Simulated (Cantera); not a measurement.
Feed: 1 mol Si, 0.75 mol CO₂, 4.5 mol N₂, equilibrated at 1700 K and 9.00 Torr.

Equilibrium computed with Cantera from the NASA thermochemical tables; the gas is ideal and each condensed phase is pure. Candidate condensed phases: C, Si, SiC, SiO₂, Si₂N₂O, Si₃N₄; 34 gas species. Kinetics and transport are ignored.

Base state: N₂ 0.773, CO 0.136, SiO 0.0909 (mole fractions); condensed: Si₂N₂O(s).

### Question
What changes in the equilibrium state with this change: CO₂ from 0.75 to 0.1 mol?

### Answer
```json
[
 {"species": "N₂", "before": "0.773", "after": "0.995"},
 {"species": "SiO", "before": "0.0909", "after": "0.00260"},
 {"species": "CO", "before": "0.136", "after": "0.00211"},
 {"species": "Si", "before": "5.37e-7", "after": "1.46e-5"},
 {"species": "Si₂N₂O(s), mol", "before": "0.250", "after": "0.181"},
 {"species": "SiC(s), mol", "before": "0", "after": "0.0916"},
 {"species": "Si₃N₄(s), mol", "before": "0", "after": "0.179"}
]
```
Mutual solubility and eutectic melting of coexisting phases are not modelled.

### Question
What changes in the equilibrium state with this change: temperature from 1700 K to 1348.15 K?

### Answer
| species | before | after |
|---|---|---|
| N₂ | 0.773 | 0.845 |
| CO | 0.136 | 0.155 |
| SiO | 0.0909 | 9.13e-6 |
| Si₂N₂O(s), mol | 0.250 | 0.417 |
| SiO₂(β-quartz), mol | 0 | 0.167 |
N₂ is the only nitrogen source here; it is nearly inert below about 1500 K, so the nitride shown seldom forms there in practice. Mutual solubility and eutectic melting of coexisting phases are not modelled. The tables hold silica as quartz up to 1696 K and as liquid above; real silica turns to tridymite and cristobalite and melts near 1996 K.

### Question
What changes in the equilibrium state with this change: temperature from 1700 K to 2150 K?

### Answer
| species | before | after |
|---|---|---|
| N₂ | 0.773 | 0.736 |
| SiO | 0.0909 | 0.134 |
| CO | 0.136 | 0.112 |
| Si | 5.37e-7 | 0.0166 |
| Si₂C | <1e-9 | 0.000816 |
| Si₂N | <1e-9 | 0.000297 |
| Si₂ | <1e-9 | 0.000213 |
| Si₃ | <1e-9 | 3.77e-5 |
| SiC₂ | <1e-9 | 1.41e-5 |
| Si₂N₂O(s), mol | 0.250 | 0 |
| SiC(s), mol | 0 | 0.0624 |
The tables' values for SiN are old estimates; treat these amounts as uncertain.
